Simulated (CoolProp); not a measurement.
Vapour-liquid equilibrium of ethylene (1) + ethane (2) at 0.273 MPa; x and y are mole fractions of (1).

Values from CoolProp's multi-fluid Helmholtz-energy mixture model, Smukala 2000 and Bücker 2006; pair parameters Bell 2016.

Task: Give the bubble temperature and the first vapour's composition at x = 0.05, 0.65, 0.8. Is there an azeotrope?

Result: x = 0.05: 203.7 K, y = 0.105; x = 0.65: 192.6 K, y = 0.783; x = 0.8: 190.7 K, y = 0.886. No azeotrope shows between x = 0.05 and 0.95.

Pair parameters are fitted to limited data, so mixtures are less certain than the pure fluids.
